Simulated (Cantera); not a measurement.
**Adiabatic ignition**

An adiabatic, constant-volume homogeneous reactor starts with H2 : O2 : N2 = 1 : 0.333 : 1.97 (molar parts), equivalence ratio 1.5, at 1450 K and 410000 Pa.

Detailed kinetics in Cantera: the H2/O2 subset of GRI-Mech 3.0, which has no nitrogen chemistry. The hydrogen kinetics of GRI-Mech 3.0 are dated; newer H2 mechanisms differ, most at raised pressure.

```json
[
 {"t (s)": "1.00e-5", "T (K)": "2748", "P (bar)": "7.20", "x H2": "0.108", "x O2": "0.00225", "x H": "0.0324", "x H2O": "0.195", "x HO2": "4.19e-6", "x OH": "0.0156"},
 {"t (s)": "3.40e-5", "T (K)": "2957", "P (bar)": "7.64", "x H2": "0.110", "x O2": "0.000727", "x H": "0.0168", "x H2O": "0.208", "x HO2": "1.35e-6", "x OH": "0.0102"},
 {"t (s)": "0.000115", "T (K)": "2958", "P (bar)": "7.64", "x H2": "0.110", "x O2": "0.000720", "x H": "0.0168", "x H2O": "0.208", "x HO2": "1.33e-6", "x OH": "0.0102"},
 {"t (s)": "0.000391", "T (K)": "2958", "P (bar)": "7.64", "x H2": "0.110", "x O2": "0.000720", "x H": "0.0168", "x H2O": "0.208", "x HO2": "1.33e-6", "x OH": "0.0102"},
 {"t (s)": "0.00133", "T (K)": "2958", "P (bar)": "7.64", "x H2": "0.110", "x O2": "0.000720", "x H": "0.0168", "x H2O": "0.208", "x HO2": "1.33e-6", "x OH": "0.0102"},
 {"t (s)": "0.00451", "T (K)": "2958", "P (bar)": "7.64", "x H2": "0.110", "x O2": "0.000720", "x H": "0.0168", "x H2O": "0.208", "x HO2": "1.33e-6", "x OH": "0.0102"},
 {"t (s)": "0.0153", "T (K)": "2958", "P (bar)": "7.64", "x H2": "0.110", "x O2": "0.000720", "x H": "0.0168", "x H2O": "0.208", "x HO2": "1.33e-6", "x OH": "0.0102"},
 {"t (s)": "0.0520", "T (K)": "2958", "P (bar)": "7.64", "x H2": "0.110", "x O2": "0.000720", "x H": "0.0168", "x H2O": "0.208", "x HO2": "1.33e-6", "x OH": "0.0102"},
 {"t (s)": "0.177", "T (K)": "2958", "P (bar)": "7.64", "x H2": "0.110", "x O2": "0.000720", "x H": "0.0168", "x H2O": "0.208", "x HO2": "1.33e-6", "x OH": "0.0102"},
 {"t (s)": "0.600", "T (K)": "2958", "P (bar)": "7.64", "x H2": "0.110", "x O2": "0.000720", "x H": "0.0168", "x H2O": "0.208", "x HO2": "1.33e-6", "x OH": "0.0102"}
]
```
x: mole fraction; the columns are a selection and need not sum to one.

* **time of steepest temperature rise**: 5.15 µs
* **temperature at 0.600 s**: 2958 K
* **equilibrium temperature**: 2958 K
* **x(H2) at 0.600 s**: 0.110 (gas-phase equilibrium 0.110)
* **x(O2) at 0.600 s**: 0.000720 (gas-phase equilibrium 0.000720)
* **x(H) at 0.600 s**: 0.0168 (gas-phase equilibrium 0.0168)
